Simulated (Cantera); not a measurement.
An isothermal plug-flow reactor at 650 K and 750 Torr (inlet), inlet velocity 0.46 m/s, active area per volume 3600 1/m; feed H₂ : O₂ : N₂ = 0.014 : 0.1 : 0.79 (molar parts), equivalence ratio 0.070.

Cantera simulation using Deutschmann's 1995 Pt surface mechanism with GRI-Mech 3.0 gas chemistry; the numbers are that mechanism's predictions, not measurements. Catalytic surfaces can have several steady states; this one follows from the mechanism file's or the stated starting coverage. Mass transfer to the wall is taken as infinitely fast.

What does this change do: inlet velocity 0.46 to 0.89 m/s?


| quantity | before | after |
|---|---|---|
| x(H₂) at z = 0.0035 m | 2.64e-5 | 9.66e-5 |
| x(O₂) at z = 0.0035 m | 0.104 | 0.104 |
| x(H₂O) at z = 0.0035 m | 0.0156 | 0.0155 |
| θ(free Pt) at the exit | 0.00292 | 0.00359 |
| θ(O*) at the exit | 0.995 | 0.994 |
| θ(OH*) at the exit | 0.00190 | 0.00210 |

What does this change do: temperature 650 to 850 K?


```csv
quantity,before,after
x(H₂) at z = 0.0035 m,2.64e-5,<1e-12
x(O₂) at z = 0.0035 m,0.104,0.104
x(H₂O) at z = 0.0035 m,0.0156,0.0156
θ(free Pt) at the exit,0.00292,0.0634
θ(O*) at the exit,0.995,0.934
θ(OH*) at the exit,0.00190,0.00252
```
